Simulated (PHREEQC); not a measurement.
Make-up at 76 °C: 0.0034 mol NH4HF2, 0.0051 mol H2SiF6 and 0.00073 mol H3BO3 per kg of water. Closed to the air; pH follows from the charge balance.

Equilibrium calculation in PHREEQC: ion-association model, wateq4f.dat.

Each row changes one thing in this solution. No solid was allowed to form.

```tsv
case	pH	ionic strength (mol/kgw)	HF (mol/kgw)	F- (mol/kgw)	BF4- (mol/kgw)	H3BO3 (mol/kgw)
as made	2.34	0.0120	0.0130	0.000793	0.000503	0.000160
0.00043 mol/kgw HF added	?	0.0121	0.0131	0.000790	0.000507	0.000156
NH4HF2 replaced by NaBF4 at the same molality	2.24	0.0130	0.0131	0.000632	0.00272	0.00105
diluted 10-fold with water	3.17	0.00104	0.00266	0.00101	2.29e-6	6.69e-5
H2SiF6 from 0.0051 to 0.051 mol/kgw	1.15	0.138	0.0347	0.000174	?	4.33e-5
H3BO3 from 0.00073 to 0.00365 mol/kgw	2.34	0.0110	0.0114	0.000698	0.00216	0.00115
H2SiF6 replaced by NaBF4 at the same molality	3.38	0.00894	0.00664	0.00440	0.00326	?
```

### Question
What belongs in the gaps?

### Answer

- 0.00043 mol/kgw HF added, pH: 2.33
- H2SiF6 from 0.0051 to 0.051 mol/kgw, BF4- (mol/kgw): 0.000663
- H2SiF6 replaced by NaBF4 at the same molality, H3BO3 (mol/kgw): 0.00141

Some of these states are supersaturated (in Quartz (slow to form), Chalcedony (slow to form), SiO2(a), for instance). Constants without temperature data keep their 25 °C values here. SiF6-2 is the database's only silicon fluoride. Real BF4- forms and hydrolyses slowly; the run takes it at equilibrium.
